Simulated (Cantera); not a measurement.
Ammonia decomposition in nitride growth gas

An isothermal, constant-pressure homogeneous reactor starts with 71.9 % NH3, 28.1 % N2, at 1750 K and 0.0217 atm.

Detailed kinetics in Cantera: the gas-phase N/H chemistry of the illustrative SiF4/NH3 mechanism in the Surface Chemkin manual (1991). Walls and surfaces, which speed up NH3 decomposition in real reactors, are not modelled.

```csv
t (s),x NH3,x H,x NH,x N2,x N2H4,x H2,x N
1.00e-6,0.719,6.65e-9,<1e-12,0.281,<1e-12,7.22e-10,<1e-12
8.92e-6,0.719,2.98e-8,<1e-12,0.281,<1e-12,3.60e-8,<1e-12
7.95e-5,0.719,3.53e-8,6.89e-12,0.281,<1e-12,5.51e-7,<1e-12
0.000709,0.719,3.54e-8,1.19e-9,0.281,1.06e-11,5.20e-6,<1e-12
0.00632,0.719,4.53e-8,1.52e-7,0.281,8.97e-10,5.11e-5,7.98e-11
0.0564,0.716,8.11e-7,1.95e-6,0.281,2.13e-8,0.00231,4.72e-9
0.503,0.680,8.07e-6,2.81e-6,0.286,1.82e-8,0.0334,5.26e-8
4.49,0.454,5.65e-5,3.28e-6,0.315,8.74e-9,0.231,1.67e-7
40.0,0.0558,0.000254,1.47e-6,0.366,4.29e-10,0.578,1.62e-7
```
x: mole fraction; the columns are a selection and need not sum to one.

Equilibrium at this temperature and pressure: NH3 2.14e-7, H 0.00125, NH 1.18e-10, N2 0.372, N2H4 <1e-12, H2 0.626, N 6.00e-11 (gas phase only).
